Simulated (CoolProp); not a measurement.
Vapour-liquid equilibrium of R142b (1) + R113 (2) at 51.35 °C; x and y are mole fractions of (1).

Values from CoolProp's multi-fluid Helmholtz-energy mixture model, Lemmon 2006 and Marx 1992; pair parameters Bell 2016.

```tsv
x	bubble pressure (MPa)	y at the bubble point	dew pressure at overall composition x (MPa)	liquid density (mol/L)
0.05	0.1509	0.267	0.1200	8.093
0.2	0.2530	0.613	0.1398	8.387
0.35	0.3453	0.755	0.1673	8.699
0.5	0.4302	0.837	0.2077	9.031
0.65	0.5110	0.895	0.2724	9.388
0.8	0.5917	0.942	0.3878	9.775
0.95	0.6766	0.986	0.6066	10.20
```

No azeotrope shows between x = 0.05 and 0.95.

The pair parameters rest on a limited set of measurements; away from them the model extrapolates.
